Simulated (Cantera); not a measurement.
A closed system holds: 1 mol Cu₂O, 6.8 mol CO, held at 0.480 bar.

Cantera equilibrium calculation (NASA polynomials, part measured and part estimated; ideal gas, pure solids and liquids). Candidate condensed phases: C, Cu, CuO, Cu₂O; 15 gas species. Kinetics and transport are ignored. All values below are at 1975 K.

Base state: CO 0.847, CO₂ 0.146, Cu 0.00709, Cu₂ 2.69e-5 (mole fractions); condensed: Cu(l).

**Question.** What changes in the equilibrium state with this change: pressure from 0.480 bar to 12.0 Pa?

**Answer.** 
```tsv
species	before	after
CO	0.847	0.660
Cu	0.00709	0.227
CO₂	0.146	0.112
O	2.12e-7	0.000835
O₂	7.09e-8	0.000276
Cu(l), mol	1.95	0
```
